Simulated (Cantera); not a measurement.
A Cantera script and its output.

```python
import numpy as np
import cantera as ct

gas = ct.Solution("gri30.yaml")
gas.TPX = 1198, 13332, {'N2O': 1, 'H2O': 0.014, 'N2': 0.0079}
reactor = ct.IdealGasConstPressureReactor(gas, energy="off", clone=False)
net = ct.ReactorNet([reactor])
net.rtol, net.atol = 1e-08, 1e-18
show = ['N2O', 'H2O', 'O2', 'OH', 'H2', 'NO']
times = np.geomspace(8e-06, 200, 10)

steps = ct.SolutionArray(gas, extra=["t"])
rows = []
print(f"{'t/s':>10s}{'T/K':>9s}{'P/Pa':>11s}" + "".join(f"{s:>11s}" for s in show))
for t in times:
    while net.time < t:
        t_next = net.step()
        steps.append(gas.state, t=t_next)
    rows.append([np.interp(t, steps.t, y) for y in (steps.T, steps.P, *steps(*show).X.T)])
    print(f"{t:10.3e}{rows[-1][0]:9.1f}{rows[-1][1]:11.4g}" + "".join(f"{x:11.3e}" for x in rows[-1][2:]))
rate = np.gradient(steps.T, steps.t)
print("integrator steps:", len(steps.t))
if steps.T.max() > steps.T[0] + 200:
    print(f"time of steepest temperature rise: {steps.t[rate.argmax()]:.4e} s")
gas.TPX = 1198, 13332, {'N2O': 1, 'H2O': 0.014, 'N2': 0.0079}
gas.equilibrate("TP")
print(f"equilibrium (TP): T = {gas.T:.1f} K  " + "  ".join(f"{s} {gas[s].X[0]:.3e}" for s in show))
```

Output:

```
       t/s      T/K       P/Pa        N2O        H2O         O2         OH         H2         NO
 8.000e-06   1198.0  1.333e+04  9.786e-01  1.370e-02  2.430e-08  7.431e-10  3.134e-18  5.647e-09
 5.310e-05   1198.0  1.333e+04  9.786e-01  1.370e-02  7.942e-07  2.413e-08  1.113e-14  1.845e-07
 3.524e-04   1198.0  1.333e+04  9.785e-01  1.370e-02  1.116e-05  3.220e-07  5.551e-12  2.592e-06
 2.339e-03   1198.0  1.333e+04  9.783e-01  1.370e-02  8.334e-05  1.730e-06  7.907e-10  1.931e-05
 1.553e-02   1198.0  1.333e+04  9.767e-01  1.369e-02  5.671e-04  5.022e-06  1.706e-08  1.211e-04
 1.031e-01   1198.0  1.333e+04  9.659e-01  1.364e-02  3.772e-03  8.165e-06  3.268e-08  7.154e-04
 6.840e-01   1198.0  1.333e+04  8.991e-01  1.333e-02  2.400e-02  1.103e-05  1.381e-08  4.724e-03
 4.540e+00   1198.0  1.333e+04  5.816e-01  1.187e-02  1.209e-01  1.172e-05  1.263e-08  2.422e-02
 3.013e+01   1198.0  1.333e+04  6.744e-02  9.505e-03  2.790e-01  8.632e-06  1.198e-08  5.356e-02
 2.000e+02   1198.0  1.333e+04  2.465e-05  9.200e-03  3.008e-01  1.620e-06  5.733e-10  5.485e-02
integrator steps: 1775
equilibrium (TP): T = 1198.0 K  N2O 5.212e-09  H2O 9.198e-03  O2 3.284e-01  OH 1.640e-06  H2 5.393e-10  NO 2.220e-04
```

Model: GRI-Mech 3.0 (53 species, 325 reactions), integrated in Cantera. GRI-Mech 3.0 was tuned for natural gas; its chemistry of N2O as a main component is partial and can be far from experiment. The mechanism lacks the step 2 NO + O2 → 2 NO2, which can matter for NO2 below about 1400 K. The temperature is held fixed by assumption; the heat of reaction is taken as removed at once.
